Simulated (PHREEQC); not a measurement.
**Leach liquor (model solution)**

Dissolve 3.8 mmol/kgw H2SO4 and 17 mmol/kgw MnSO4 at 23 °C. Closed to the air; pH follows from the charge balance.

Computed with PHREEQC (Pitzer model, pitzer.dat).

Each row changes one thing in this solution. Precipitation was switched off in this run.

```tsv
case	pH	ionic strength (mol/kgw)	SO4-2 (mol/kgw)	HSO4- (mol/kgw)
as made	2.41	0.0741	0.0181	0.00266
temperature from 23 to 90 °C	2.84	0.0680	0.0151	0.00569
temperature from 23 to 30 °C	2.43	?	0.0178	0.00296
temperature from 23 to 80 °C	2.75	0.0688	0.0155	0.00528
MnSO4 from 0.017 to 0.0187 mol/kgw	2.42	0.0807	0.0198	0.00275
MnSO4 from 0.017 to 0.0034 mol/kgw	2.28	0.0219	0.00564	0.00156
diluted 100-fold with water	4.14	0.000792	?	1.21e-6
```

Q: Some entries are withheld; supply them.

A: 
- temperature from 23 to 30 °C, ionic strength (mol/kgw): 0.0735
- diluted 100-fold with water, SO4-2 (mol/kgw): 0.000207

Complexes and solids missing from the database can't appear. Away from 25 °C the constants follow the database's enthalpies or fits; those with neither stay at their 25 °C values.
